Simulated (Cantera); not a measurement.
A diamond (100) surface in a fixed gas of H2 with x(CH4) = 0.003, x(H) = 0.005, at 1375 K, 0.118 atm; coverages are run to steady state.

Model: the Harris–Goodwin 1993 mechanism for the reconstructed diamond (100) surface, integrated in Cantera.

θ: site fractions in the mechanism's names (c6HH fully hydrogenated, c6H* and c6*H radical sites, c6** diradical, c6HM methylated).

| x(CH3) | growth (µm/h) | θ c6HH | θ c6H* | θ c6*H | θ c6** | θ c6HM |
|---|---|---|---|---|---|---|
| 1e-06 | 0.0299 | 0.352 | 0.0568 | 0.538 | 0.0534 | 1.36e-6 |
| 2.6e-06 | 0.0777 | 0.352 | 0.0568 | 0.538 | 0.0534 | 3.53e-6 |
| 6.6e-06 | 0.197 | 0.352 | 0.0568 | 0.538 | 0.0534 | 8.97e-6 |
| 1.7e-05 | 0.508 | 0.352 | 0.0567 | 0.538 | 0.0534 | 2.31e-5 |
| 4.4e-05 | 1.31 | 0.352 | 0.0567 | 0.538 | 0.0533 | 5.98e-5 |
| 0.00011 | 3.28 | 0.352 | 0.0567 | 0.537 | 0.0532 | 0.000149 |
| 0.00029 | (withheld) | 0.352 | 0.0567 | 0.537 | 0.0527 | (withheld) |
| 0.00074 | (withheld) | 0.352 | 0.0566 | 0.536 | 0.0517 | (withheld) |
| 0.0019 | 53.0 | 0.351 | 0.0563 | 0.533 | 0.0493 | 0.00249 |

### Question
Complete the blanks.

### Answer

- 0.00029, growth (µm/h): 8.58
- 0.00029, θ c6HM: 0.000392
- 0.00074, growth (µm/h): 21.5
- 0.00074, θ c6HM: 0.000992
